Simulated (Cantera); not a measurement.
Feed: 1 mol MgO, 1.2 mol I2, 2.7 mol HI, equilibrated at 1.00 bar.

Method: chemical equilibrium by Gibbs-energy minimisation in Cantera with the NASA 1993 tables (ideal gas, pure condensed phases). Candidate condensed phases: H2O, I2, Mg, MgI2, MgO, Mg(OH)2; 20 gas species. Rates play no part. All values below are at 898 K.

Base state: HI 0.619, I2 0.333, H2 0.0331, I 0.0112, H2O 0.00152, MgI2 0.00152 (mole fractions); condensed: MgO(s).

What changes in the equilibrium state with this change: I2 from 1.2 to 0.62 mol?


```json
[
 {"species": "HI", "before": "0.619", "after": "0.691"},
 {"species": "I2", "before": "0.333", "after": "0.239"},
 {"species": "H2", "before": "0.0331", "after": "0.0575"},
 {"species": "I", "before": "0.0112", "after": "0.00949"},
 {"species": "MgI2", "before": "0.00152", "after": "0.00169"},
 {"species": "H2O", "before": "0.00152", "after": "0.00169"},
 {"species": "MgO(s), mol", "before": "0.994", "after": "0.994"}
]
```
